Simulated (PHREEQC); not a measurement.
A solution holds 0.015 mol/kgw H3PO4, 0.051 mol/kgw Na2SO4 and 0.18 mol/kgw KCl, at 25 °C. Closed to the air; pH follows from the charge balance.

All values are PHREEQC results (ion-association model, phreeqc.dat), not measurements.

Each row changes one thing in this solution. Precipitation was switched off in this run.

```csv
case,pH,ionic strength (mol/kgw),Na+ (mol/kgw),SO4-2 (mol/kgw),H2PO4- (mol/kgw),HSO4- (mol/kgw)
as made,2.35,0.307,0.0979,0.0329,0.0104,0.00479
Na2SO4 from 0.051 to 0.255 mol/kgw,2.59,0.757,0.446,0.155,0.0124,0.00892
diluted 2-fold with water,2.54,0.158,0.0495,0.0185,0.00573,0.00217
H3PO4 from 0.015 to 0.075 mol/kgw,1.84,0.317,0.0986,0.0272,[?],0.0127
KCl left out,2.43,0.139,0.0958,[?],0.0107,[?]
temperature from 25 to 65 °C,2.54,0.296,0.0981,0.0275,0.0105,0.00671
0.13 mol/kgw H2SO4 added,0.98,0.446,[?],0.0416,[?],0.125
```

**Question.** Complete the blanks.

**Answer.** 
- H3PO4 from 0.015 to 0.075 mol/kgw, H2PO4- (mol/kgw): 0.0311
- KCl left out, SO4-2 (mol/kgw): 0.0387
- KCl left out, HSO4- (mol/kgw): 0.00610
- 0.13 mol/kgw H2SO4 added, Na+ (mol/kgw): 0.0975
- 0.13 mol/kgw H2SO4 added, H2PO4- (mol/kgw): 0.00140

The ionic strength passes 0.7 mol/kgw, the rough limit of the ion-association models, in Na2SO4 from 0.051 to 0.255 mol/kgw. Complexes and solids missing from the database can't appear. Constants without temperature data keep their 25 °C values here.
